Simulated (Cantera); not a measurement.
Input: 1 mol PbO, 0.79 mol C, 17 mol H2, 3.6 mol CO.

Cantera equilibrium calculation (NASA polynomials, part measured and part estimated; ideal gas, pure solids and liquids). Candidate condensed phases: C, C6H6, C7H8, C8H18, H2O, Pb, PbO, PbO2, Pb3O4; 113 gas species. Rates play no part.

What condenses at these points (T in K, P in Pa): (1750, 10); (2250, 22000); (2050, 6000); (1150, 280000)?


```json
[
 {"T (K)": "1750", "P in Pa": "10", "condensed phases": "gas only", "Pb condensed (%)": "0.0"},
 {"T (K)": "2250", "P in Pa": "22000", "condensed phases": "gas only", "Pb condensed (%)": "0.0"},
 {"T (K)": "2050", "P in Pa": "6000", "condensed phases": "gas only", "Pb condensed (%)": "0.0"},
 {"T (K)": "1150", "P in Pa": "280000", "condensed phases": "Pb", "Pb condensed (%)": "99.8"}
]
```
